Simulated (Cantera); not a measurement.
Input: 1 mol PH3, 6.5 mol H2, 0.048 mol H2O, equilibrated at 1202 °C and 12.0 mbar.

Equilibrium computed with Cantera from the NASA thermochemical tables; the gas is ideal and each condensed phase is pure. Candidate condensed phases: H2O, P, P4O10; 17 gas species. Gases not in the tables: HPO2, HPO3 and P4O6. Equilibrium is a limit: real reactors are often held back by kinetics, nucleation or transport.

Base state: H2 0.936, P2 0.0582, H2O 0.00534, PO 0.000261, H 0.000115, P4 6.40e-5 (mole fractions); condensed: gas only.

Q: What changes in the equilibrium state with this change: H2 from 6.5 to 0.041 mol?

A: 
```json
[
 {"species": "H2", "before": "0.936", "after": "0.740"},
 {"species": "P2", "before": "0.0582", "after": "0.236"},
 {"species": "H2O", "before": "0.00534", "after": "0.0201"},
 {"species": "PO2", "before": "4.28e-6", "after": "0.000195"},
 {"species": "P4", "before": "6.40e-5", "after": "0.00105"},
 {"species": "PO", "before": "0.000261", "after": "0.00250"}
]
```
